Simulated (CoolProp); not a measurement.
The numbers come from the reference Helmholtz-energy equation of state, Lemmon 2005 in CoolProp. It is a short technical equation, of lower accuracy than the large ones.

### Question
For isobutene, give the phase and the density (kg/m³), cp (kJ/(kg K)), cv (kJ/(kg K)), expansivity (1/kK) at 276.85 °C and 5.65 MPa.

### Answer
- 276.85 °C and 5.65 MPa: supercritical; density 85.9, cp 2.81, cv 2.39, expansivity 3.74
